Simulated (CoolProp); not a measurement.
Vapour-liquid equilibrium of ethane (1) + hydrogen chloride (2) at 4.12 bar; x and y are mole fractions of (1).

Values from CoolProp's multi-fluid Helmholtz-energy mixture model, Bücker 2006 and Thol 2018; pair parameters Bell 2016.

Task: Give the bubble temperature and the first vapour's composition at x = 0.2, 0.35, 0.8. Is there an azeotrope?

Result: x = 0.2: 209.2 K, y = 0.377; x = 0.35: 207.9 K, y = 0.456; x = 0.8: 209.2 K, y = 0.669. y crosses x between x = 0.5 and 0.65: the model has an azeotrope there.

The pair parameters rest on a limited set of measurements; away from them the model extrapolates.
